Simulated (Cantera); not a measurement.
Mixture: 28.7 % CO, 8.33 % H₂, 13.2 % O₂, 49.7 % N₂, at 790000 Pa, adiabatic and at constant pressure. Ignition delay is the time to a rise of 400 K.

Computed with Cantera and GRI-Mech 3.0 (53 species, 325 reactions). The hydrogen kinetics of GRI-Mech 3.0 are dated; newer H2 mechanisms differ, most at raised pressure. Where the delays flatten at high temperature, the 400 K rule measures the pace of heat release, not the induction time.

Q: Predict: delay at 1050 K; delay at 1250 K; delay at 1450 K; delay at 1650 K.

A: 
* **delay at 1050 K**: 0.759 ms
* **delay at 1250 K**: 12.3 µs
* **delay at 1450 K**: 3.75 µs
* **delay at 1650 K**: 2.27 µs
